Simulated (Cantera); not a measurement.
A freely propagating, adiabatic, planar premixed flame of 54.5 % H2, 9.11 % O2, 36.4 % N2, unburnt at 325 K and 22000 Pa; mixture-averaged transport, grid criteria slope 0.08 and curve 0.16, no radiation.

Computed with Cantera and the H2/O2 subset of GRI-Mech 3.0, which has no nitrogen chemistry. Burning velocities carry a grid error of a few per cent, more on coarse grids.

x: mole fraction of selected species; z is measured from the peak of heat release.

| z (mm) | T (K) | u (m/s) | x H2 | x O2 | x O | x H2O | x HO2 | x H |
|---|---|---|---|---|---|---|---|---|
| -8.47 | 325 | 2.25 | 0.545 | 0.0911 | <1e-8 | <1e-8 | <1e-8 | <1e-8 |
| -5.65 | 325 | 2.25 | 0.545 | 0.0911 | <1e-8 | <1e-8 | <1e-8 | <1e-8 |
| -4.23 | 325 | 2.25 | 0.545 | 0.0911 | <1e-8 | <1e-8 | <1e-8 | <1e-8 |
| -2.82 | 325 | 2.25 | 0.545 | 0.0911 | <1e-8 | ? | ? | <1e-8 |
| -1.41 | 353 | 2.43 | 0.542 | 0.0914 | 3.03e-6 | 0.000678 | 0.000108 | 3.78e-5 |
| -0.706 | 612 | 4.11 | 0.512 | 0.0845 | 0.000102 | 0.0216 | 5.95e-5 | 0.00580 |
| 0 | ? | 6.23 | ? | ? | ? | ? | ? | ? |
| 0.706 | 1174 | 7.67 | 0.374 | 0.0182 | 0.00101 | 0.158 | 5.43e-6 | 0.0630 |
| 1.41 | 1268 | 8.28 | 0.354 | 0.00295 | 0.000294 | 0.187 | 8.32e-7 | 0.0687 |
| 2.82 | 1351 | 8.78 | 0.356 | 0.000106 | 9.32e-5 | 0.194 | 2.73e-8 | 0.0614 |
| 5.65 | 1436 | 9.27 | 0.364 | 1.89e-5 | 7.42e-5 | 0.195 | <1e-8 | 0.0499 |
| 11.3 | 1521 | 9.76 | 0.373 | 1.28e-5 | 5.26e-5 | 0.196 | <1e-8 | 0.0377 |
| 22.6 | 1596 | 10.2 | 0.381 | 7.35e-6 | 3.09e-5 | 0.197 | <1e-8 | 0.0266 |

**Question.** What belongs in the gaps?

**Answer.** 
- -2.82, x H2O: 6.75e-8
- -2.82, x HO2: 2.52e-8
- 0, T (K): 952
- 0, x H2: 0.443
- 0, x O2: 0.0592
- 0, x O: 0.000864
- 0, x H2O: 0.0792
- 0, x HO2: 2.00e-5
- 0, x H: 0.0332
